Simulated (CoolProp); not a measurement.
Vapour-liquid equilibrium of ethylene (1) + n-butane (2) at 0.136 MPa; x and y are mole fractions of (1).

The numbers come from the multi-fluid Helmholtz-energy mixture model, Smukala 2000 and Bücker 2006; pair parameters Bell 2016 in CoolProp.

Give the bubble temperature and the first vapour's composition at x = 0.125, 0.2, 0.5. Is there an azeotrope?

x = 0.125: 218.9 K, y = 0.949; x = 0.2: 208.6 K, y = 0.976; x = 0.5: 190.3 K, y = 0.996. No azeotrope shows between x = 0.05 and 0.95.

The pair parameters rest on a limited set of measurements; away from them the model extrapolates. The gap from Raoult's law changes sign with composition, which may be real or a fault of the pair parameters; it wasn't checked against measurements.
